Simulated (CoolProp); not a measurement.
Properties of CH2F2 (R32) along the isobar 2.81 MPa (Tc = 351.3 K, pc = 5.783 MPa, ω = 0.277).

Computed with CoolProp (reference Helmholtz-energy equation of state, Tillner-Roth 1997).

| T (K) | phase | Z | expansivity (1/kK) | viscosity (µPa s) |
|---|---|---|---|---|
| 227.1 | liquid | 0.06439 | … | 284 |
| 244.4 | liquid | 0.06238 | 2.546 | 225 |
| 261.7 | liquid | 0.06106 | 2.894 | 181 |
| 279.1 | liquid | 0.06046 | 3.415 | 145 |
| 296.4 | liquid | 0.06081 | 4.287 | 117 |
| 313.7 | liquid | 0.06274 | … | 92.1 |
| 331 | gas | 0.7171 | 9.218 | … |
| 348.4 | gas | 0.7791 | 6.574 | 16.1 |
| 365.7 | gas | 0.8214 | 5.267 | 16.7 |
| 383 | gas | 0.8528 | 4.464 | 17.4 |
| 400.3 | gas | 0.8770 | 3.913 | 18.1 |
| 417.7 | gas | 0.8964 | 3.505 | 18.7 |
| 435 | gas | 0.9119 | 3.192 | 19.4 |

**Question.** Fill in the missing entries.

**Answer.** 
- 227.1, expansivity (1/kK): 2.296
- 313.7, expansivity (1/kK): 6.177
- 331, viscosity (µPa s): 15.6

Viscosity comes from a separate model (Bell 2016), an estimate that may be off by 10 % or more.
